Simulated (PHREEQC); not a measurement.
**Polishing slurry liquid**

Make-up at 94 °C: 0.015 mol/kgw HNO3, 0.0012 mol/kgw Fe(NO3)3 and 0.00033 mol/kgw KH2PO4. Closed to the air; pH follows from the charge balance.

Computed with PHREEQC (ion-association model, wateq4f.dat).

Each row changes one thing in this solution. No solid was allowed to form.

```
case                                          pH  ionic strength (mol/kgw)
------------------------------------------  ----  ------------------------
as made                                     1.86                    0.0200
KH2PO4 from 0.00033 to 0.000495 mol/kgw     1.86                    0.0199
HNO3 from 0.015 to 0.15 mol/kgw             0.93                     0.156
diluted 10-fold with water                  2.80                   0.00193
Fe(NO3)3 left out                           1.88                    0.0151
KH2PO4 from 0.00033 to 0.00066 mol/kgw      1.87                    0.0199
KH2PO4 left out                             1.85                    0.0200
HNO3 replaced by KNO3 at the same molality  2.85                    0.0194
KH2PO4 replaced by KF at the same molality  1.86                    0.0199
```

Complexes and solids missing from the database can't appear. Some of these states are supersaturated (in Strengite, Hematite (slow to form), Goethite (slow to form), for instance). H3PO4, which wateq4f.dat lacks, is added to it with the constant of phreeqc.dat. At this temperature some constants are extrapolated from 25 °C, and those without enthalpy data are left unchanged.
